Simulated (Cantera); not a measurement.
What does this Cantera script print?

```python
import numpy as np
import cantera as ct

gas_names = [...]  # 113 gases of nasa_gas.yaml made of C, F, H, Si
cond_names = """
    C(gr) C6H6(L) C7H8(L) C8H18(L),n-octa Si(cr) Si(L) SiC(b)
""".split()


# ... load() reads the species with a 1 bar reference pressure and builds the phases ...
atoms = {
    'CF4': {'C': 1, 'F': 4},
    'Si': {'Si': 1},
    'H2': {'H': 2},
}
top_T = {'C(gr)': 4500, 'SiC(b)': 3050}  # K; cautious upper limits of use, not melting points


# ... equilibrate(T, P, feed) seeds the gas with the atoms and calls Mixture.equilibrate('TP', solver="vcs", rtol=1e-11, max_steps=5000) ...
results = []
feed = {'CF4': 1, 'Si': 0.022, 'H2': 6.5}  # mol
T = 1198.15  # K
P = 20  # Pa
mix = equilibrate(T, P, feed)
results.append((T, P, feed, dict(zip(mix.species_names, mix.species_moles))))
print(gas.report(threshold=0.0001))
for i in range(1, mix.n_phases):
    print(f"{mix.phase(i).name:16s} {mix.phase_moles(i):12.5e} mol")
```

Output:

```
       temperature   1198.2 K
          pressure   20 Pa
           density   2.1245e-05 kg/m^3
  mean mol. weight   10.582 kg/kmol
   phase of matter   gas

                          1 kg             1 kmol
                     ---------------   ---------------
          enthalpy       -9.7394e+06       -1.0306e+08  J
   internal energy       -1.0681e+07       -1.1303e+08  J
           entropy             25415        2.6894e+05  J/K
    Gibbs function        -4.019e+07       -4.2529e+08  J
 heat capacity c_p            2953.4             31253  J/K
 heat capacity c_v            2167.7             22939  J/K

                      mass frac. Y      mole frac. X     chem. pot. / RT
                     ---------------   ---------------   ---------------
                HF           0.87237           0.46143           -59.804
                H2           0.10211           0.53597           -27.114
              SiF4          0.025515         0.0025942           -217.38
     [ +110 minor]        8.0445e-06        1.1536e-05

C(gr)             9.99991e-01 mol
Si(cr)            0.00000e+00 mol
SiC(b)            0.00000e+00 mol
```

Cantera equilibrium calculation (NASA polynomials, part measured and part estimated; ideal gas, pure solids and liquids).
